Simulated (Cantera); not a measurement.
An isothermal, constant-pressure homogeneous reactor starts with C2H6 : N2 = 1 : 51 (molar parts), at 1850 K and 1430 Torr.

Model: GRI-Mech 3.0 (53 species, 325 reactions), integrated in Cantera. GRI-Mech 3.0 stops at C3 and has no aromatics, soot or wall deposition, so with more carbon than oxygen in the feed, carbon stays in small species such as C2H2 where larger ones or solid carbon would form.

Q: Predict: x(C2H6) at 100 s; x(H) at 100 s; x(CH2) at 100 s; x(C2H) at 100 s; x(H2) at 100 s; x(HCN) at 100 s; x(CH4) at 100 s.

A: 
```json
{
 "x(C2H6) at 100 s": "1.43e-9 (gas-phase equilibrium 2.20e-10)",
 "x(H) at 100 s": "7.56e-5 (gas-phase equilibrium 7.57e-5)",
 "x(CH2) at 100 s": "7.02e-9 (gas-phase equilibrium 2.77e-9)",
 "x(C2H) at 100 s": "3.96e-7 (gas-phase equilibrium 5.90e-8)",
 "x(H2) at 100 s": "0.0369 (gas-phase equilibrium 0.0370)",
 "x(HCN) at 100 s": "0.00100 (gas-phase equilibrium 0.0316)",
 "x(CH4) at 100 s": "7.12e-5 (gas-phase equilibrium 2.81e-5)"
}
```
